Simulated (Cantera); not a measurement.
Input: 1 mol B2O3, 11 mol H2, equilibrated at 1652 °C and 6.00 mbar.

These are equilibrium values from Cantera (NASA tables, ideal gas, pure condensed phases), not measurements of a reactor. Candidate condensed phases: B, B2O3, B3O3H3, H2O; 23 gas species. Rates play no part.

**Question.** What is the equilibrium state?

**Answer.** 
```json
{
 "x(H2)": "0.860",
 "x(HBO2)": "0.0416",
 "x(B2O3)": "0.0365",
 "x(HBO)": "0.0347",
 "x(H)": "0.0114",
 "x(BO)": "0.00720",
 "x(H2O)": "0.00437",
 "x(B2O2)": "0.00427",
 "x(BO2)": "5.79e-5",
 "gas_amount": "12.11 mol",
 "log10 activity of B(s) (absent)": "-3.00",
 "log10 activity of B3O3H3(s) (absent)": "-14.45"
}
```
